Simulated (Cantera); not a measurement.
Feed: 1 mol SiF₄, a varied amount of H₂O, at 1825 K and 0.0100 bar.

Cantera equilibrium calculation (NASA polynomials, part measured and part estimated; ideal gas, pure solids and liquids). Candidate condensed phases: H₂O, Si, SiO₂; 38 gas species. The tables' values for SiF₃ are old estimates; treat these amounts as uncertain. The tables hold silica as quartz up to 1696 K and as liquid above; real silica turns to tridymite and cristobalite and melts near 1996 K. The numbers say what is thermodynamically allowed, not how fast it happens.

Question: At 2 mol H₂O, list the 5 most abundant gas species with their mole fractions, and the condensed phases.

Answer: HF 0.915, H₂O 0.0540, SiF₄ 0.0278, H₂ 0.00143, O₂ 0.000658. Condensed: SiO₂(condensed).
